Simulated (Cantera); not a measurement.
An adiabatic, constant-pressure homogeneous reactor starts with 19.1 % CO, 4.19 % H2, 3.43 % CH4, 15.4 % O2, 57.9 % N2, equivalence ratio 1.2, at 1275 K and 3230 Torr.

Computed with Cantera and GRI-Mech 3.0 (53 species, 325 reactions).

One state of this run: T (K) = 2814; x CO = 0.0969; x H2 = 0.00972; x CH4 = <1e-12; x HCN = 6.20e-9; x C2H4 = <1e-12; x H2O2 = 3.04e-7; x NO = 0.00774. x: mole fraction; the columns are a selection and need not sum to one.

### Question
Which value of t (s) does it belong to?
A. 1.10e-5
B. 3.67e-5
C. 0.000405
D. 0.00134

### Answer
D, 0.00134
